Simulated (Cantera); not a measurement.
An adiabatic, constant-pressure homogeneous reactor starts with CO : H₂ : O₂ : N₂ : H₂O : CO₂ = 1 : 0.045 : 0.522 : 6.27 : 0.81 : 0.014 (molar parts), equivalence ratio 1.0, at 1075 K and 12.8 atm.

Detailed kinetics in Cantera: GRI-Mech 3.0 (53 species, 325 reactions). The hydrogen kinetics of GRI-Mech 3.0 are dated; newer H2 mechanisms differ, most at raised pressure. The pressure lies above the range GRI-Mech 3.0 was tuned for (to about 10 atm).

**Question.** Predict: time of steepest temperature rise; temperature at 7.00 s; equilibrium temperature; x(CO) at 7.00 s; x(H₂) at 7.00 s; x(O₂) at 7.00 s; x(H₂O) at 7.00 s; x(H₂O₂) at 7.00 s.

**Answer.** 
- time of steepest temperature rise = 4.15 ms
- temperature at 7.00 s = 1984 K
- equilibrium temperature = 1984 K
- x(CO) at 7.00 s = 0.00158 (gas-phase equilibrium 0.00158)
- x(H₂) at 7.00 s = 0.000298 (gas-phase equilibrium 0.000298)
- x(O₂) at 7.00 s = 0.000622 (gas-phase equilibrium 0.000622)
- x(H₂O) at 7.00 s = 0.105 (gas-phase equilibrium 0.105)
- x(H₂O₂) at 7.00 s = 1.65e-8 (gas-phase equilibrium 1.65e-8)
